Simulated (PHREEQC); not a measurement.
A made-up water analysis in mg/kgw, 45 °C, pH 6.99, pe 11.6:

```
constituent         mg/kgw
------------------  ------
Na                      68
K                     1270
Ca                     359
Mg                    36.4
Cl                     378
S(6) as SO4           1860
Alkalinity as HCO3     429
Cd                    20.5
Li                     6.7
B                     4.07
Pb                    8.29
Sr                     2.1
```

Valence states are taken as typed.

Equilibrium calculation in PHREEQC: ion-association model, phreeqc.dat.

Precipitation was switched off in this run.

Problem. Predict the ionic strength, density.

Solution. ionic strength 0.0683 mol/kgw; density 0.994 g/cm³.

Problem. In which forms is Cd present?

Solution. Cd+2 42 %, CdSO4 31 %, CdCl+ 18 %, Cd(SO4)2-2 4.3 %, CdHCO3+ 3.6 %, CdCl2 0.5 % of the Cd.

The solution is supersaturated, for example in Otavite, Cerussite, so a real one may precipitate; this is no full list. Constants without temperature data keep their 25 °C values here.
